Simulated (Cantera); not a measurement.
Charge: 1 mol Si(CH3)4, 1.2 mol CH4, 63 mol H2, 0.0058 mol C2H2, at 100 Torr.

These are equilibrium values from Cantera (NASA tables, ideal gas, pure condensed phases), not measurements of a reactor. Candidate condensed phases: C, C6H6, C7H8, C8H18, Si, SiC; 87 gas species. Gases not in the tables: Si2H6 and higher silanes. Rates play no part.

### Question
Which condensed phases are stable at each of these points (T (K)): 1000, 1200, 1400, 1600, 1800, 2000, 2200, 2400, 2600?

### Answer
```json
[
 {"T (K)": "1000", "condensed phases": "C(graphite) + SiC(s)", "Si condensed (%)": "100.0"},
 {"T (K)": "1200", "condensed phases": "C(graphite) + SiC(s)", "Si condensed (%)": "100.0"},
 {"T (K)": "1400", "condensed phases": "C(graphite) + SiC(s)", "Si condensed (%)": "100.0"},
 {"T (K)": "1600", "condensed phases": "C(graphite) + SiC(s)", "Si condensed (%)": "100.0"},
 {"T (K)": "1800", "condensed phases": "C(graphite) + SiC(s)", "Si condensed (%)": "100.0"},
 {"T (K)": "2000", "condensed phases": "C(graphite) + SiC(s)", "Si condensed (%)": "99.8"},
 {"T (K)": "2200", "condensed phases": "C(graphite) + SiC(s)", "Si condensed (%)": "96.8"},
 {"T (K)": "2400", "condensed phases": "C(graphite) + SiC(s)", "Si condensed (%)": "64.8"},
 {"T (K)": "2600", "condensed phases": "C(graphite)", "Si condensed (%)": "0.0"}
]
```

From 1000 K to 2400 K the condensed part is C(graphite) + SiC(s). At 2600 K the condensed part is C(graphite).
